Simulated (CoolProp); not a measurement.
Vapour pressure (MPa) of normal hydrogen: the reference equation beside estimates from Tc = 33.1 K, pc = 1.296 MPa, ω = -0.219. Clausius-Clapeyron is anchored at 26.8 K with a constant enthalpy of vaporisation of 0.7684 kJ/mol.

Values from CoolProp's reference Helmholtz-energy equation of state, Leachman 2009.

```tsv
T (K)	reference	Clausius-Clapeyron	van der Waals
26.4	0.4262	0.4368	0.4870
26.8	0.4602	0.4602	0.5220
27.2	0.4961	0.4841	0.5586
27.6	0.5338	0.5086	0.5967
28.1	0.5838	0.5398	0.6465
28.5	0.6262	0.5653	0.6882
28.9	0.6706	0.5912	0.7316
29.3	0.7172	0.6176	0.7766
29.8	0.7787	0.6512	0.8352
30.2	0.8305	0.6785	0.8839
30.6	0.8848	0.7062	0.9344
31	0.9416	0.7342	0.9866
31.5	1.016	0.7698	1.054
31.9	1.079	0.7987	1.110
32.3	1.145	0.8278	1.168
```

Absolute difference from the reference over all 15 rows, mean and median: Clausius-Clapeyron 13.8 and 13.9 %, van der Waals 8.2 and 8.3 %.
